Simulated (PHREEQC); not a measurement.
Solution (25 °C): 2.4 mmol/kgw Cu(BF4)2, 0.032 mmol/kgw H2SO4 and 1.4 mmol/kgw NaCl. Closed to the air; pH follows from the charge balance.

Model: ion-association model, phreeqc.dat, run in PHREEQC.

No solid was allowed to form.

### Question
Order these F species by the share of F that they hold, largest first: BF3OH-, HF, BF2(OH)2-, F-, BF4-.

### Answer
BF4- (65 %), HF (15 %), F- (11 %), BF3OH- (6.2 %), BF2(OH)2- (1.9 %)

The pH is 2.98 and the ionic strength 0.00961 mol/kgw. Species that the database lacks are ignored. Real BF4- forms and hydrolyses slowly; the run takes it at equilibrium.
